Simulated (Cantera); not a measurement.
**SiH₄ + HCl + N₂ (silicon epitaxy and polysilicon growth)**

Feed: 1 mol SiH₄, 4.7 mol HCl, 4.4 mol N₂, held at 0.0130 bar.

Equilibrium computed with Cantera from the NASA thermochemical tables; the gas is ideal and each condensed phase is pure. Candidate condensed phases: NH₄Cl, Si, Si₃N₄; 28 gas species. N₂ is the only nitrogen source here; it is nearly inert below about 1500 K, so the nitride shown seldom forms there in practice. The tables' values for SiCl₃ are old estimates; treat these amounts as uncertain. Kinetics and transport are ignored.

From 925 K to 1425 K the condensed part is Si₃N₄(s). The main Si-bearing gas is SiCl₄ at 925 K and SiCl₂ at 1425 K. The share of Si in condensed phases is highest at 1225 K (76.0 %) and lowest at 1425 K (57.7 %).

```tsv
T (K)	log p N₂	log p HCl	log p H₂	log p SiCl₄	log p SiCl₂	n Si₃N₄(s)
925	-2.30	-2.37	-2.47	-3.38	-8.82	0.223
975	-2.30	-2.36	-2.48	-3.41	-8.02	0.231
1025	-2.31	-2.35	-2.49	-3.45	-7.29	0.238
1075	-2.31	-2.34	-2.50	-3.48	-6.64	0.243
1125	-2.31	-2.33	-2.50	-3.51	-6.05	0.248
1175	-2.31	-2.33	-2.51	-3.54	-5.51	0.252
1225	-2.31	-2.32	-2.51	-3.57	-5.02	0.253
1275	-2.31	-2.32	-2.51	-3.61	-4.58	0.252
1325	-2.31	-2.33	-2.51	-3.68	-4.18	0.244
1375	-2.31	-2.34	-2.51	-3.77	-3.83	0.225
1425	-2.31	-2.36	-2.50	-3.91	-3.53	0.192
```
log p: log10 of the partial pressure in bar; n: condensed amount in mol.
